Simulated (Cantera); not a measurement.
Charge: 1 mol Si, 0.72 mol NF3, 1.3 mol H2, at 552 °C and 0.0120 bar.

Method: chemical equilibrium by Gibbs-energy minimisation in Cantera with the NASA 1993 tables (ideal gas, pure condensed phases). Candidate condensed phases: Si, Si3N4; 37 gas species. Equilibrium is a limit: real reactors are often held back by kinetics, nucleation or transport.

Base state: H2 0.687, SiF4 0.285, N2 0.0282, HF 0.000116, SiHF3 0.000112 (mole fractions); condensed: Si3N4(s).

### Question
What changes in the equilibrium state with this change: NF3 from 0.72 to 2.8 mol?

### Answer
```tsv
species	before	after
HF	0.000116	0.433
N2	0.0282	0.232
SiF4	0.285	0.167
H2	0.687	<1e-9
F2	<1e-9	0.126
F	<1e-9	0.0391
NF3	<1e-9	0.00289
SiHF3	0.000112	<1e-9
Si3N4(s), mol	0.153	0
```
